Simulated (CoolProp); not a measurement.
Vapour-liquid equilibrium of propane (1) + toluene (2) at 49.25 °C; x and y are mole fractions of (1).

Model: multi-fluid Helmholtz-energy mixture model, Lemmon 2009 and Lemmon 2006; pair parameters Bell 2016, in CoolProp.

Problem. Give the bubble pressure and the first vapour's composition at x = 0.05, 0.2, 0.35. Is there an azeotrope?

Solution. x = 0.05: 0.1396 MPa, y = 0.914; x = 0.2: 0.4880 MPa, y = 0.976; x = 0.35: 0.7694 MPa, y = 0.985. No azeotrope shows between x = 0.05 and 0.95.

Pair parameters are fitted to limited data, so mixtures are less certain than the pure fluids. The gap from Raoult's law changes sign with composition, which may be real or a fault of the pair parameters; it wasn't checked against measurements.
